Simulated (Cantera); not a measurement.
Input: 1 mol SiH2Cl2, 0.024 mol C3H8, 92 mol H2, at 1425 K and 10.0 mbar.

These are equilibrium values from Cantera (NASA tables, ideal gas, pure condensed phases), not measurements of a reactor. Candidate condensed phases: C, C6H6, C7H8, C8H18, Si, SiC; 109 gas species. Mutual solubility and eutectic melting of coexisting phases are not modelled. Rates play no part.

Base state: H2 0.980, HCl 0.0190, SiCl2 0.00111, H 6.75e-5 (mole fractions); condensed: Si(s) + SiC(s).

### Question
What changes in the equilibrium state with this change: temperature from 1425 K to 1950 K?

### Answer
```tsv
species	before	after
H2	0.980	0.966
HCl	0.0190	0.0189
H	6.75e-5	0.0113
Si	1.61e-7	0.00238
Si2C	<1e-9	5.25e-5
Si2	<1e-9	2.18e-5
SiH	7.08e-8	0.000179
SiCl	4.42e-7	0.000174
Cl	1.07e-6	0.000165
Si(s), mol	0.822	0
SiC(s), mol	0.0720	0.0668
Si(l), mol	0	0.562
```
The tables' values for SiCl are old estimates; treat these amounts as uncertain. Gases not in the tables: Si2H6 and higher silanes.
